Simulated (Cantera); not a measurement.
Cantera run:

```python
import numpy as np
import cantera as ct

gas_names = """
    H HO2 H2 H2O H2O2 O OH O2 O3 Pb PbO Pb2
""".split()
cond_names = """
    H2O(s) H2O(L) Pb(cr) Pb(L) PbO(rd) PbO(yw) PbO(L) PbO2(s) Pb3O4(s)
""".split()


# ... load() reads the species with a 1 bar reference pressure and builds the phases ...
atoms = {
    'PbO': {'Pb': 1, 'O': 1},
    'H2': {'H': 2},
}
top_T = {'Pb3O4(s)': 820}  # K; cautious upper limits of use, not melting points


# ... equilibrate(T, P, feed) seeds the gas with the atoms and calls Mixture.equilibrate('TP', solver="vcs", rtol=1e-11, max_steps=5000) ...
results = []
feed = {'PbO': 1, 'H2': 1.1}  # mol
P = 1000  # Pa
for T in [650, 725, 800, 875, 950, 1025, 1100, 1175, 1250, 1325, 1400, 1475, 1550]:
    mix = equilibrate(T, P, feed)
    results.append((T, P, feed, dict(zip(mix.species_names, mix.species_moles))))

top = {s: max(r[3][s] / sum(r[3][g] for g in gas_names) for r in results) for s in gas_names}
cols = sorted((s for s in top if top[s] > 1e-06), key=lambda s: -top[s])[:6]
seen = [c for c in cond_names if any(r[3].get(c, 0) > 1e-12 for r in results)]
print("log10 of partial pressures in bar; condensed amounts in mol")
print(f"{'T/K':>10s}" + "".join(f"{s[:9]:>10s}" for s in cols + seen))
for T, P, feed, n in results:
    ng = sum(n[g] for g in gas_names)
    print(f"{T:10.4g}" + "".join(f"{np.log10(max(n[s] / ng * P / 1e5, 1e-99)):10.3f}" for s in cols)
          + "".join(f"{n.get(c, 0):10.4g}" for c in seen))
```

It prints:

```
log10 of partial pressures in bar; condensed amounts in mol
       T/K       H2O        Pb        H2       PbO         H       Pb2     Pb(L)
       650    -2.041   -10.029    -3.041   -17.984   -16.383   -19.093         1
       725    -2.041    -8.472    -3.041   -15.429   -14.550   -16.472         1
       800    -2.041    -7.212    -3.041   -13.355   -13.059   -14.353         1
       875    -2.041    -6.171    -3.041   -11.637   -11.820   -12.606    0.9999
       950    -2.042    -5.298    -3.042   -10.191   -10.775   -11.143    0.9994
      1025    -2.043    -4.556    -3.043    -8.958    -9.882    -9.899    0.9969
      1100    -2.047    -3.917    -3.047    -7.893    -9.111    -8.831    0.9865
      1175    -2.061    -3.361    -3.061    -6.966    -8.442    -7.903    0.9499
      1250    -2.104    -2.874    -3.103    -6.151    -7.867    -7.090    0.8301
      1325    -2.236    -2.443    -3.233    -5.432    -7.403    -6.373    0.3787
      1400    -2.323    -2.323    -3.314    -5.057    -6.970    -6.262         0
      1475    -2.324    -2.324    -3.309    -4.829    -6.542    -6.379         0
      1550    -2.324    -2.324    -3.301    -4.626    -6.152    -6.486         0
```

These are equilibrium values from Cantera (NASA tables, ideal gas, pure condensed phases), not measurements of a reactor.
